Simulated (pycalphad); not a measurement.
CALPHAD calculation (pycalphad, COST 507 light-alloy database (1999)), 1 atm. The data set is of 1999 and partly superseded. Amounts are mole fractions of atoms.

Give the equilibrium state of Si-20.15V (at.%) at 1227 °C.

SI2V, fraction 0.605, with 33.3 V at.%; diamond (Si), fraction 0.395, with no V at.%.

Give the equilibrium state of Si-20.15V (at.%) at 1602 °C.

liquid, fraction 0.886, with 18.5 V at.%; SI2V, fraction 0.114, with 33.3 V at.%.

Database names, with the compositions (at.%) that they take in these runs: SI2V: Si 67 V 33. An entry "none" or "no" means that the model of the phase leaves that element out.
